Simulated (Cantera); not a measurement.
A freely propagating, adiabatic, planar premixed flame of H₂ : O₂ : N₂ = 1 : 0.714 : 2.69 (molar parts), equivalence ratio 0.70, unburnt at 648 K and 9.87 atm; mixture-averaged transport, grid criteria slope 0.08 and curve 0.16, no radiation.

Model: the H2/O2 subset of GRI-Mech 3.0, which has no nitrogen chemistry, integrated in Cantera. The hydrogen kinetics of GRI-Mech 3.0 are dated; newer H2 mechanisms differ, most at raised pressure. Burning velocities carry a grid error of a few per cent, more on coarse grids.

Task: Predict: laminar burning velocity; thermal thickness; peak x(OH); peak x(H₂O₂); peak x(HO₂).

Result: 
```json
{
  "laminar_burning_velocity": "333 cm/s",
  "thermal_thickness": "0.0279 mm",
  "peak x(OH)": "0.0115",
  "peak x(H₂O₂)": "0.000194",
  "peak x(HO₂)": "0.00115"
}
```
